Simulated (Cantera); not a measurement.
## Thermodynamics of nitride etching, feed Si₃N₄ + H₂O + H₂

Input: 1 mol Si₃N₄, 0.12 mol H₂O, 0.42 mol H₂, held at 1623.15 K.

These are equilibrium values from Cantera (NASA tables, ideal gas, pure condensed phases), not measurements of a reactor. Candidate condensed phases: H₂O, Si, SiO₂, Si₂N₂O, Si₃N₄; 35 gas species. Mutual solubility and eutectic melting of coexisting phases are not modelled. The tables' values for SiN are old estimates; treat these amounts as uncertain. The numbers say what is thermodynamically allowed, not how fast it happens.

| P (Pa) | x H₂ | x N₂ | x SiO | x Si | x H | n Si(s) | n Si₂N₂O(s) | n Si₃N₄(s) |
|---|---|---|---|---|---|---|---|---|
| 1 | 0.194 | 0.736 | 0.0442 | 0.0157 | 0.00964 | 2.84 | 0 | 0 |
| 5.20 | 0.200 | 0.748 | 0.0449 | 0.00302 | 0.00429 | 2.87 | 0 | 0 |
| 27 | 0.202 | 0.751 | 0.0450 | 0.000581 | 0.00189 | 2.88 | 0 | 0 |
| 140 | 0.672 | 0.317 | 0.00977 | 0.000112 | 0.00152 | 0.317 | 0.112 | 0.817 |
| 720 | 0.928 | 0.0694 | 0.00183 | 2.01e-5 | 0.000786 | 0 | 0.119 | 0.920 |
| 3700 | 0.930 | 0.0690 | 0.000206 | 1.32e-6 | 0.000347 | 0 | 0.120 | 0.920 |
| 19000 | 0.931 | 0.0690 | 2.33e-5 | 8.64e-8 | 0.000153 | 0 | 0.120 | 0.920 |
| 100000 | 0.931 | 0.0690 | 2.54e-6 | 5.42e-9 | 6.68e-5 | 0 | 0.120 | 0.920 |
x: gas mole fraction; n: condensed amount in mol.

From 1.00 Pa to 27.0 Pa the condensed part is Si(s). At 1.40 mbar the condensed part is Si(s) + Si₂N₂O(s) + Si₃N₄(s). From 7.20 mbar to 1.00 bar the condensed part is Si₂N₂O(s) + Si₃N₄(s). The main Si-bearing gas is SiO throughout.
